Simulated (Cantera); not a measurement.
Mixture: CH₄ : C₂H₆ : C₃H₈ : O₂ : N₂ = 1 : 0.062 : 0.042 : 1.28 : 4.8 (molar parts), equivalence ratio 1.9, at 4.15 atm, adiabatic and at constant volume. Ignition delay is the time to a rise of 400 K.

Computed with Cantera and GRI-Mech 3.0 (53 species, 325 reactions).

**Question.** What does this change do: pressure from 4.15 atm to 2.37 atm?

**Answer.** 
| quantity | before | after |
|---|---|---|
| delay at 1198 K | 3.29 ms | 5.20 ms |
| delay at 1248 K | 1.74 ms | 2.64 ms |
| delay at 1298 K | 0.924 ms | 1.37 ms |
| delay at 1348 K | 0.502 ms | 0.727 ms |
| delay at 1398 K | 0.281 ms | 0.403 ms |
| delay at 1448 K | 0.163 ms | 0.233 ms |
| delay at 1498 K | 98.7 µs | 0.141 ms |
| apparent activation energy between 1398 and 1498 K | 180 kJ/mol | 180 kJ/mol |
